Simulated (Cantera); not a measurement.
A perfectly stirred reactor is fed with C2H6 : N2 = 1 : 160 (molar parts), at 0.0132 atm; it is held at 1225 K, and followed from long to short residence time.

Model: GRI-Mech 3.0 (53 species, 325 reactions), integrated in Cantera. GRI-Mech 3.0 stops at C3 and has no aromatics, soot or wall deposition, so with more carbon than oxygen in the feed, carbon stays in small species such as C2H2 where larger ones or solid carbon would form. Radical loss at walls, strong at low pressure, is not modelled.

What does this change do: N2 160 to 38 parts?


```tsv
quantity	before	after
x(C2H6) at τ = 23.0 s	7.72e-5	0.000239
x(C2H2) at τ = 23.0 s	0.00509	0.0200
x(H2) at τ = 23.0 s	0.0102	0.0394
x(CH3) at τ = 23.0 s	1.26e-5	2.15e-5
x(C2H) at τ = 23.0 s	7.64e-10	1.02e-9
x(C2H6) at τ = 0.110 s	0.00458	0.0165
x(C2H2) at τ = 0.110 s	7.71e-5	0.000610
x(H2) at τ = 0.110 s	0.00146	0.00778
x(CH3) at τ = 0.110 s	8.46e-5	0.000172
x(C2H) at τ = 0.110 s	6.96e-11	1.57e-10
```

What does this change do: N2 160 to 27 parts?


```
quantity                  before     after
----------------------  --------  --------
x(C2H6) at τ = 23.0 s    7.72e-5  0.000311
x(C2H2) at τ = 23.0 s    0.00509    0.0272
x(H2) at τ = 23.0 s       0.0102    0.0535
x(CH3) at τ = 23.0 s     1.26e-5   2.42e-5
x(C2H) at τ = 23.0 s    7.64e-10   1.09e-9
x(C2H6) at τ = 0.110 s   0.00458    0.0222
x(C2H2) at τ = 0.110 s   7.71e-5  0.000952
x(H2) at τ = 0.110 s     0.00146    0.0113
x(CH3) at τ = 0.110 s    8.46e-5  0.000199
x(C2H) at τ = 0.110 s   6.96e-11  1.84e-10
```
